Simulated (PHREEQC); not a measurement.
1 kg of water holding 0.0064 mol NaOH and 0.0086 mol NaCl is evaporated at 75 °C; the solids stay in contact with the brine. CO2 from the air is kept out. Solids allowed: Halite. Others were left out.

The numbers come from PHREEQC with the Pitzer model, pitzer.dat.

```
water left (kg)  ionic strength  water activity  Cl in solution (mol/kgw)  Na in solution (mol/kgw)
---------------  --------------  --------------  ------------------------  ------------------------
1                        0.0150           0.999                   0.00860                    0.0150
0.8219                   0.0183           0.999                    0.0105                    0.0183
0.6755                   0.0222           0.999                    0.0127                    0.0222
0.4563                   0.0329           0.999                    0.0188                    0.0329
0.375                    0.0400           0.999                    0.0229                    0.0400
0.3082                   0.0487           0.998                    0.0279                    0.0487
0.2533                   0.0592           0.998                    0.0339                    0.0592
0.2082                   0.0720           0.998                    0.0413                    0.0720
0.1711                   0.0876           0.997                    0.0503                    0.0876
0.1156                    0.130           0.996                    0.0744                     0.130
0.09502                   0.158           0.995                    0.0905                     0.158
0.07809                   0.192           0.994                     0.110                     0.192
0.06418                   0.234           0.992                     0.134                     0.234
0.05275                   0.284           0.991                     0.163                     0.284
0.04335                   0.346           0.989                     0.198                     0.346
0.0293                    0.512           0.983                     0.294                     0.512
0.02407                   0.623           0.980                     0.357                     0.623
0.01979                   0.758           0.975                     0.435                     0.758
0.01627                   0.922           0.970                     0.528                     0.922
0.01337                    1.12           0.963                     0.643                      1.12
0.01099                    1.36           0.954                     0.782                      1.36
0.007426                   2.02           0.931                      1.16                      2.02
0.006093                   2.46           0.915                      1.41                      2.46
0.005012                   2.99           0.896                      1.72                      2.99
```

Complexes and solids missing from the database can't appear. At this temperature some constants are extrapolated from 25 °C, and those without enthalpy data are left unchanged.
